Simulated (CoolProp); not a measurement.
Vapour-liquid equilibrium of CH2F2 (R32) (1) + R236EA (2) at 2.93 bar; x and y are mole fractions of (1).

Model: multi-fluid Helmholtz-energy mixture model, Tillner-Roth 1997 and Rui 2013; pair parameters Bell 2016, in CoolProp.

| x | bubble temperature (K) | y at the bubble point | dew temperature at overall composition x (K) | liquid density (mol/L) |
|---|---|---|---|---|
| 0.05 | 301.8 | 0.226 | 307.3 | 9.566 |
| 0.15 | 289.7 | 0.534 | 304.3 | 10.41 |
| 0.25 | 279.9 | 0.713 | 301.0 | 11.31 |
| 0.35 | 272.0 | 0.818 | 297.4 | 12.26 |
| 0.45 | 265.6 | 0.883 | 293.4 | 13.30 |
| 0.55 | 260.4 | 0.924 | 288.9 | 14.45 |
| 0.65 | 256.0 | 0.952 | 283.7 | 15.74 |
| 0.75 | 252.2 | 0.972 | 277.4 | 17.21 |
| 0.85 | 249.0 | 0.986 | 269.1 | 18.90 |
| 0.95 | 246.1 | 0.996 | 256.3 | 20.89 |

No azeotrope shows between x = 0.05 and 0.95.

Pair parameters are fitted to limited data, so mixtures are less certain than the pure fluids.
